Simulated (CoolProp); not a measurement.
Vapour-liquid equilibrium of n-heptane (1) + m-xylene (2) at 0.636 MPa; x and y are mole fractions of (1).

Model: multi-fluid Helmholtz-energy mixture model, Span 2003 and Zhou 2012; pair parameters Bell 2016, in CoolProp.

```tsv
x	bubble temperature (K)	y at the bubble point	dew temperature at overall composition x (K)	liquid density (mol/L)
0.05	492.6	0.107	494.9	6.190
0.15	485.2	0.282	490.8	6.110
0.25	478.9	0.420	486.6	6.021
0.35	473.6	0.533	482.1	5.926
0.45	468.9	0.628	477.5	5.828
0.55	464.7	0.710	472.7	5.729
0.65	460.8	0.784	467.7	5.629
0.75	457.3	0.851	462.6	5.530
0.85	453.9	0.914	457.3	5.431
0.95	450.8	0.972	452.0	5.334
```

No azeotrope shows between x = 0.05 and 0.95.

The pair parameters rest on a limited set of measurements; away from them the model extrapolates.
